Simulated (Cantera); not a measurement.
An isothermal, constant-pressure homogeneous reactor starts with 0.646 % H2, 99.4 % O2, equivalence ratio 0.0032, at 1375 K and 1.20 Torr.

Model: the H2/O2 subset of GRI-Mech 3.0, which has no nitrogen chemistry, integrated in Cantera. Radical loss at walls, strong at low pressure, is not modelled.

x: mole fraction; the columns are a selection and need not sum to one.

```json
[
 {"t (s)": "0.000200", "x H2": "0.00646", "x O2": "0.994", "x HO2": "2.53e-9", "x OH": "1.01e-9", "x H2O": "2.23e-11", "x H": "1.54e-9", "x O": "1.02e-9"},
 {"t (s)": "0.000436", "x H2": "0.00646", "x O2": "0.994", "x HO2": "5.52e-9", "x OH": "3.46e-9", "x H2O": "1.79e-10", "x H": "2.18e-9", "x O": "3.51e-9"},
 {"t (s)": "0.000950", "x H2": "0.00646", "x O2": "0.994", "x HO2": "1.20e-8", "x OH": "1.01e-8", "x H2O": "(withheld)", "x H": "2.79e-9", "x O": "1.05e-8"},
 {"t (s)": "0.00207", "x H2": "0.00646", "x O2": "0.994", "x HO2": "2.62e-8", "x OH": "2.77e-8", "x H2O": "(withheld)", "x H": "4.06e-9", "x O": "2.97e-8"},
 {"t (s)": "0.00451", "x H2": "0.00646", "x O2": "0.994", "x HO2": "5.70e-8", "x OH": "8.52e-8", "x H2O": "(withheld)", "x H": "8.23e-9", "x O": "9.66e-8"},
 {"t (s)": "0.00983", "x H2": "0.00646", "x O2": "0.994", "x HO2": "1.24e-7", "x OH": "4.12e-7", "x H2O": "(withheld)", "x H": "3.21e-8", "x O": "4.90e-7"},
 {"t (s)": "0.0214", "x H2": "0.00645", "x O2": "0.994", "x HO2": "2.64e-7", "x OH": "7.06e-6", "x H2O": "(withheld)", "x H": "5.20e-7", "x O": "8.54e-6"},
 {"t (s)": "0.0467", "x H2": "0.00380", "x O2": "0.991", "x HO2": "6.61e-8", "x OH": "0.00120", "x H2O": "(withheld)", "x H": "0.000117", "x O": "0.00188"},
 {"t (s)": "0.102", "x H2": "2.05e-5", "x O2": "0.987", "x HO2": "3.67e-8", "x OH": "0.000844", "x H2O": "0.00595", "x H": "0.000133", "x O": "0.00581"},
 {"t (s)": "0.222", "x H2": "1.69e-5", "x O2": "0.987", "x HO2": "3.59e-8", "x OH": "0.000822", "x H2O": "0.00597", "x H": "0.000129", "x O": "0.00581"},
 {"t (s)": "0.483", "x H2": "1.68e-5", "x O2": "0.987", "x HO2": "3.58e-8", "x OH": "0.000820", "x H2O": "0.00597", "x H": "0.000128", "x O": "0.00577"},
 {"t (s)": "1.05", "x H2": "1.66e-5", "x O2": "0.987", "x HO2": "3.55e-8", "x OH": "0.000815", "x H2O": "0.00597", "x H": "0.000125", "x O": "0.00569"},
 {"t (s)": "2.29", "x H2": "1.61e-5", "x O2": "0.988", "x HO2": "3.50e-8", "x OH": "0.000804", "x H2O": "0.00598", "x H": "0.000120", "x O": "0.00553"},
 {"t (s)": "5.00", "x H2": "1.52e-5", "x O2": "0.988", "x HO2": "3.40e-8", "x OH": "0.000780", "x H2O": "0.00600", "x H": "0.000110", "x O": "0.00520"}
]
```

**Question.** Complete the blanks.

**Answer.** 
- 0.000950, x H2O: 1.23e-9
- 0.00207, x H2O: 7.56e-9
- 0.00451, x H2O: 4.76e-8
- 0.00983, x H2O: 3.97e-7
- 0.0214, x H2O: 8.80e-6
- 0.0467, x H2O: 0.00200
